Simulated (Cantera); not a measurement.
What does this Cantera script print?

```python
import numpy as np
import cantera as ct

gas_names = """
    H HNO HNO2 HNO3 HO2 H2 H2O H2O2 N NH NH2 NH3 NH2OH NO NO2 NO3 N2 N2H2 N2H4 N2O O OH O2 O3 Si SiH
    SiH2 SiH3 SiH4 SiN SiO SiO2 Si2 Si2N Si3
""".split()
cond_names = """
    H2O(s) H2O(L) Si(cr) Si(L) SiO2(Lqz) SiO2(hqz) SiO2(L) Si2N2O(s) Si3N4(a)
""".split()


# ... load() reads the species with a 1 bar reference pressure and builds the phases ...
atoms = {
    'Si3N4': {'Si': 3, 'N': 4},
    'H2O': {'H': 2, 'O': 1},
    'N2': {'N': 2},
}
top_T = {'Si2N2O(s)': 2100, 'Si3N4(a)': 2400}  # K; cautious upper limits of use, not melting points


# ... equilibrate(T, P, feed) seeds the gas with the atoms and calls Mixture.equilibrate('TP', solver="vcs", rtol=1e-11, max_steps=5000) ...
results = []
feed = {'Si3N4': 1, 'H2O': 0.64, 'N2': 220}  # mol
T = 1673.15  # K
P = 101325  # Pa
mix = equilibrate(T, P, feed)
results.append((T, P, feed, dict(zip(mix.species_names, mix.species_moles))))
x = sorted(zip(gas.X, gas.species_names), reverse=True)
print(f"T = {T:g} K  P = {P:g} Pa  gas = {mix.phase_moles(0):.4g} mol")
print("   x: " + "  ".join(f"{s} {v:.3e}" for v, s in x if v > 0.0001))
print("   condensed (mol): " + ("  ".join(f"{mix.phase(i).name} {mix.phase_moles(i):.4g}"
      for i in range(1, mix.n_phases) if mix.phase_moles(i) > 1e-12) or "none"))
```

It prints:

```
T = 1673.15 K  P = 101325 Pa  gas = 220.9 mol
   x: N2 9.971e-01  H2 2.895e-03
   condensed (mol): Si2N2O(s) 0.6392  Si3N4(a) 0.5736
```

Cantera equilibrium calculation (NASA polynomials, part measured and part estimated; ideal gas, pure solids and liquids). Mutual solubility and eutectic melting of coexisting phases are not modelled.
